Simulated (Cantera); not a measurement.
Charge: 1 mol SiH₄, 1.5 mol NO, 4.8 mol CO₂, held at 1350 K and 37.0 Pa.

These are equilibrium values from Cantera (NASA tables, ideal gas, pure condensed phases), not measurements of a reactor. Candidate condensed phases: C, C₆H₆, C₇H₈, C₈H₁₈, H₂O, Si, SiC, SiO₂, Si₂N₂O, Si₃N₄; 151 gas species. The tables hold silica as quartz up to 1696 K and as liquid above; real silica turns to tridymite and cristobalite and melts near 1996 K. Rates play no part.

Base state: CO₂ 0.374, CO 0.262, H₂O 0.195, N₂ 0.0993, H₂ 0.0695, H 3.27e-5 (mole fractions); condensed: SiO₂(β-quartz).

Q: What changes in the equilibrium state with this change: NO from 1.5 to 0.15 mol?

A: 
```
species               before    after
-------------------  -------  -------
CO                     0.262    0.429
CO₂                    0.374    0.269
H₂O                    0.195    0.160
N₂                    0.0993   0.0109
H₂                    0.0695    0.130
H                    3.27e-5  4.48e-5
SiO₂(β-quartz), mol     1.00     1.00
```
